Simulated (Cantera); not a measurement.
Feed: 1 mol Si, 2.1 mol HCl, 13 mol N2, at 1098.15 K and 13.3 mbar.

Cantera equilibrium calculation (NASA polynomials, part measured and part estimated; ideal gas, pure solids and liquids). N2 is the only nitrogen source here; it is nearly inert below about 1500 K, so the nitride shown seldom forms there in practice. The tables' values for SiCl3 are old estimates; treat these amounts as uncertain. The numbers say what is thermodynamically allowed, not how fast it happens.

| species | before | after |
|---|---|---|
| N2 | 0.865 | 0.954 |
| HCl | 0.101 | 0.0368 |
| H2 | 0.0226 | 0.00578 |
| SiCl4 | 0.0112 | 0.00285 |
| SiHCl3 | 3.65e-5 | 6.51e-6 |
| SiCl3 | 0.000115 | 4.07e-5 |
| SiCl2 | 1.67e-5 | 8.15e-6 |
| Si3N4(s), mol | 0.279 | 0.291 |
Gas species are given as mole fractions.

### Question
Which change was made?
A. N2 from 13 to 42 mol
B. temperature from 1098.15 K to 1325 K
C. N2 from 13 to 0.16 mol
D. HCl from 2.1 to 4.9 mol

### Answer
A, N2 from 13 to 42 mol
